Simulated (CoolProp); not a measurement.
Properties of CH3F (R41) along the isotherm 425 K.

Model: reference Helmholtz-energy equation of state, Lemmon 2006, in CoolProp. It is a short technical equation, of lower accuracy than the large ones.

| p (bar) | phase | Z | cv (kJ/(kg K)) | speed of sound (m/s) | Joule-Thomson coefficient (K/MPa) | isothermal compressibility (1/MPa) | fugacity coefficient |
|---|---|---|---|---|---|---|---|
| 0.0934 | gas | 0.9998 | 1.106 | 356.0 | 6.734 | 107.1 | 0.9998 |
| 0.177 | gas | 0.9996 | 1.106 | 355.9 | 6.733 | 56.52 | 0.9996 |
| 0.336 | gas | 0.9992 | 1.107 | 355.9 | 6.731 | 29.79 | 0.9992 |
| 0.636 | gas | 0.9984 | 1.107 | 355.7 | 6.728 | 15.75 | 0.9984 |
| 1.21 | gas | 0.9970 | 1.108 | 355.4 | 6.723 | 8.290 | 0.9970 |
| 2.29 | gas | 0.9943 | 1.109 | 354.8 | 6.711 | 4.392 | 0.9943 |
| 4.33 | gas | 0.9892 | 1.112 | 353.8 | 6.690 | 2.335 | 0.9892 |
| 8.22 | gas | 0.9795 | 1.117 | 351.8 | 6.648 | 1.242 | 0.9797 |
| 15.6 | gas | 0.9612 | 1.126 | 348.1 | 6.563 | 0.6668 | 0.9618 |
| 29.5 | gas | 0.9269 | 1.145 | 341.6 | 6.387 | 0.3654 | 0.9292 |
